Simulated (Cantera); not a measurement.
Input: 1 mol B, 0.011 mol Cl2, 1.7 mol O2, at 1700 K and 0.340 bar.

Cantera equilibrium calculation (NASA polynomials, part measured and part estimated; ideal gas, pure solids and liquids). Candidate condensed phases: B, B2O3; 18 gas species. The tables' values for BOCl are old estimates; treat these amounts as uncertain. Rates play no part.

Base state: O2 0.977, Cl 0.0170, Cl2 0.00265, B2O3 0.00230, BO2 0.000528, ClO 0.000192, BOCl 0.000183, O 7.58e-5 (mole fractions); condensed: B2O3(l).

What changes in the equilibrium state with this change: temperature from 1700 K to 1348.15 K?


```
species         before    after
------------  --------  -------
O2               0.977    0.987
Cl2            0.00265  0.00981
Cl              0.0170  0.00319
B2O3           0.00230  1.97e-6
BO2           0.000528  1.26e-6
BOCl          0.000183  1.57e-6
O              7.58e-5  6.97e-7
ClO           0.000192  5.62e-5
B2O3(l), mol     0.497    0.500
```
